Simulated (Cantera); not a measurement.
Charge: 1 mol Pb, 4.9 mol NH₃, a varied amount of N₂, equilibrated at 1.10 bar.

Cantera equilibrium calculation (NASA polynomials, part measured and part estimated; ideal gas, pure solids and liquids). Candidate condensed phases: Pb; 11 gas species. Kinetics and transport are ignored.

Stable condensed phases, one row left out:

```
T in °C \ n(N₂) in mol
          18  37  56  75  94 110 130 150 170 190 210 230
   1277    A   A   A   A   A   A   A   A   A   A   A   A
   1227    B   A   A   A   A   A   A   A   A   A   A   A
   1177    B   B   B   A   A   A   A   A   A   A   A   A
   1077    B   B   B   B   B   B   B   B   B   B   B   A
   1027    B   B   B   B   B   B   B   B   B   B   B   B
    977    B   B   B   B   B   B   B   B   B   B   B   B
    927    B   B   B   B   B   B   B   B   B   B   B   B
    877    B   B   B   B   B   B   B   B   B   B   B   B
    827    B   B   B   B   B   B   B   B   B   B   B   B
    777    B   B   B   B   B   B   B   B   B   B   B   B
    727    B   B   B   B   B   B   B   B   B   B   B   B
    677    B   B   B   B   B   B   B   B   B   B   B   B
    627    B   B   B   B   B   B   B   B   B   B   B   B
```

A: gas only; B: Pb.

**Question.** Give the row for 1127 °C.

**Answer.** 18: Pb; 37: Pb; 56: Pb; 75: Pb; 94: Pb; 110: Pb; 130: gas only; 150: gas only; 170: gas only; 190: gas only; 210: gas only; 230: gas only.
